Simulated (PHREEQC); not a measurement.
Make-up at 25 °C: 1.1 mmol/kgw LiOH, 1.3 mmol/kgw H3BO3 and 28 mmol/kgw K2CO3. Closed to the air; pH follows from the charge balance.

All values are PHREEQC results (ion-association model, wateq4f.dat), not measurements.

| quantity | before | after |
|---|---|---|
| pH | 11.15 | 11.03 |
| H3BO3 (mol/kgw) | 1.18e-5 | 1.69e-5 |

Which change was made?
A. K2CO3 left out
B. temperature from 25 to 60 °C
C. diluted 2-fold with water
D. K2CO3 from 0.028 to 0.0028 mol/kgw
E. K2CO3 from 0.028 to 0.014 mol/kgw

E, K2CO3 from 0.028 to 0.014 mol/kgw

No solid was allowed to form.
